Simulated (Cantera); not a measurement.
## Hydrocarbon pyrolysis for carbon deposition

An isothermal, constant-pressure homogeneous reactor starts with 1.39 % C2H6, 98.6 % N2, at 1700 K and 0.168 atm.

Computed with Cantera and GRI-Mech 3.0 (53 species, 325 reactions). GRI-Mech 3.0 stops at C3 and has no aromatics, soot or wall deposition, so with more carbon than oxygen in the feed, carbon stays in small species such as C2H2 where larger ones or solid carbon would form.

```
t (s)       x C2H6   x C2H2    x C2H     x CH2     x CH3
--------  --------  -------  -------  --------  --------
1.00e-5     0.0134  2.22e-9   <1e-12   2.43e-7  0.000987
4.61e-5     0.0110  8.02e-6  1.70e-9   1.05e-5   0.00360
0.000213   0.00187  0.00234  6.73e-7   2.49e-5   0.00368
0.000980   2.22e-5   0.0100  6.40e-7   4.06e-6  0.000556
0.00452    2.74e-6   0.0121  2.56e-7   5.80e-7  0.000174
0.0208     7.24e-7   0.0124  1.43e-7   1.66e-7   8.42e-5
0.0960     3.34e-7   0.0128  1.42e-7   1.11e-7   5.73e-5
0.443      5.72e-8   0.0132  1.55e-7   5.07e-8   2.40e-5
2.04       3.56e-9   0.0134  1.63e-7   1.34e-8   6.01e-6
9.41      1.78e-10   0.0135  1.65e-7   2.98e-9   1.32e-6
43.4      2.84e-11   0.0135  1.65e-7   1.05e-9   4.65e-7
200       2.56e-11   0.0135  1.65e-7  9.80e-10   4.34e-7
```
x: mole fraction; the columns are a selection and need not sum to one.

Equilibrium at this temperature and pressure: C2H6 4.02e-12, C2H2 0.00175, C2H 2.14e-8, CH2 4.02e-10, CH3 1.78e-7 (gas phase only).
